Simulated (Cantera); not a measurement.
Input: 1 mol CH₃F, 0.11 mol Si, 0.47 mol H₂.

Method: chemical equilibrium by Gibbs-energy minimisation in Cantera with the NASA 1993 tables (ideal gas, pure condensed phases). Candidate condensed phases: C, C₆H₆, C₇H₈, C₈H₁₈, Si, SiC; 113 gas species. The tables' values for SiF₂, SiF₃ are old estimates. Equilibrium is a limit: real reactors are often held back by kinetics, nucleation or transport.

Stable condensed phases, one row left out:

```
T in K \ P in Pa
              1    5.2     27    140    720   3700  19000 100000
   3175       A      A      A      A      A      B      B      B
   2975       A      A      A      A      B      B      B      B
   2575       A      B      B      B      B      B      B      B
   2375       B      B      B      B      B      B      B      B
   2175       B      B      B      B      B      B      B      B
   1975       B      B      B      B      B      B      B      B
   1775       B      B      B      B      B      B      B      B
   1575       B      B      B      B      B      B      B      B
   1375       B      B      B      B      B      B      B      B
   1175       B      B      B      B      B      B      B      B
    975       B      B      B      B      B      B      B      B
    775       B      B      B      B      B      B      B      B
```

A: gas only; B: C.

Problem. Give the row for 2775 K.

Solution. 1: gas only; 5.2: gas only; 27: gas only; 140: C; 720: C; 3700: C; 19000: C; 100000: C.
